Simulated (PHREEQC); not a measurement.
A column of 0.2 m (40 cells, dispersivity 0.016 m, 3600 s a shift, diffusion coefficient 3e-10 m²/s) holds 0.014 eq of the database's cation exchanger X per kg of pore water, first in equilibrium with 0.0012 mol MgCl2, 0.00035 mol (NH4)2SO4 and 1e-05 mol HCl per kg of water. It is flushed with 0.028 mol KCl and 1e-05 mol HCl per kg of water, at 40 °C. Values are for the last cell. CO2 from the air is kept out. Precipitation was switched off in this run.

The series has 33 steps of pore volumes, from 0 to 4.013.

Equilibrium calculation in PHREEQC: ion-association model, phreeqc.dat.

Task: After how many pore volumes does K at the outlet first reach half of its feed value?

Result: By 1.4 pore volumes.

Species that the database lacks are ignored. At this temperature some constants are extrapolated from 25 °C, and those without enthalpy data are left unchanged.
